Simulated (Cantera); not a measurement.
A Cantera script and its output.

```python
import numpy as np
import cantera as ct

surf = ct.Interface("diamond.yaml", "diamond_100")
gas, bulk = surf.adjacent["gas"], surf.adjacent["diamond"]
k = surf.kinetics_species_index(bulk.species_names[0])
cover = ["c6HH", "c6H*", "c6*H", "c6**", "c6HM", "c6B"]

rows, drift = [], 0.0
print(f"{'P':>10s}{'um/h':>11s}" + "".join(f"{s:>11s}" for s in cover))
for v in [800, 1300, 2000, 3100, 4800, 7600, 12000, 19000]:
    T, P, xH, xCH3 = 1300, v, 0.00022, 1.3e-05
    gas.TPX = T, P, {"H": xH, "CH3": xCH3, "CH4": 0.009, "H2": 1 - xH - xCH3 - 0.009}
    surf.TP = bulk.TP = T, P
    surf.coverages = "c6H*:0.1, c6HH:0.9"
    surf.advance_coverages(100.0)
    before = surf.coverages
    surf.advance_coverages(100.0)
    drift = max(drift, np.max(np.abs(surf.coverages - before) / (surf.coverages + 1e-9)))
    rate = surf.net_production_rates[k] * bulk.mean_molecular_weight / bulk.density * 3.6e9
    rows.append([rate, *surf[cover].coverages])
    print(f"{v:10.4g}{rate:11.4e}" + "".join(f"{x:11.3e}" for x in rows[-1][1:]))
```

Result:

```
         P       um/h       c6HH       c6H*       c6*H       c6**       c6HM        c6B
       800 6.7675e-04  5.497e-01  3.765e-02  4.024e-01  1.020e-02  2.470e-06  1.836e-12
      1300 1.5966e-03  5.500e-01  3.763e-02  4.021e-01  1.019e-02  4.078e-06  4.332e-12
      2000 3.2963e-03  5.502e-01  3.761e-02  4.019e-01  1.018e-02  6.384e-06  8.945e-12
      3100 6.6209e-03  5.503e-01  3.760e-02  4.018e-01  1.017e-02  1.008e-05  1.797e-11
      4800 1.2748e-02  5.504e-01  3.759e-02  4.017e-01  1.016e-02  1.591e-05  3.459e-11
      7600 2.4429e-02  5.504e-01  3.759e-02  4.017e-01  1.015e-02  2.561e-05  6.629e-11
   1.2e+04 4.5367e-02  5.504e-01  3.759e-02  4.016e-01  1.015e-02  4.095e-05  1.231e-10
   1.9e+04 8.3540e-02  5.504e-01  3.758e-02  4.016e-01  1.014e-02  6.531e-05  2.267e-10
```

Cantera simulation using the Harris–Goodwin 1993 mechanism for the reconstructed diamond (100) surface; the numbers are that mechanism's predictions, not measurements.
